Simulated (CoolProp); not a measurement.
Vapour-liquid equilibrium of isobutane (1) + isobutene (2) at -6.45 °C; x and y are mole fractions of (1).

Model: multi-fluid Helmholtz-energy mixture model, Bücker 2006 and Lemmon 2005; pair parameters Bell 2016, in CoolProp.

| x | bubble pressure, mixture model (kPa) | bubble pressure, Raoult's law (kPa) | y, mixture model | y, Raoult's law |
|---|---|---|---|---|
| 0.05 | 105.0 | 104.6 | 0.062 | 0.059 |
| 0.15 | 107.8 | 106.6 | 0.180 | 0.175 |
| 0.25 | 110.3 | 108.7 | 0.290 | 0.285 |
| 0.35 | 112.6 | 110.7 | 0.395 | 0.392 |
| 0.45 | 114.8 | 112.8 | 0.494 | 0.495 |
| 0.55 | 116.8 | 114.9 | 0.590 | 0.594 |
| 0.65 | 118.6 | 116.9 | 0.683 | 0.690 |
| 0.75 | 120.4 | 119.0 | 0.775 | 0.782 |
| 0.85 | 121.9 | 121.0 | 0.865 | 0.872 |
| 0.95 | 123.4 | 123.1 | 0.955 | 0.958 |

The largest gap from Raoult's law is +1.8 % in bubble pressure, at x = 0.45. No azeotrope shows between x = 0.05 and 0.95.

Pair parameters are fitted to limited data, so mixtures are less certain than the pure fluids.
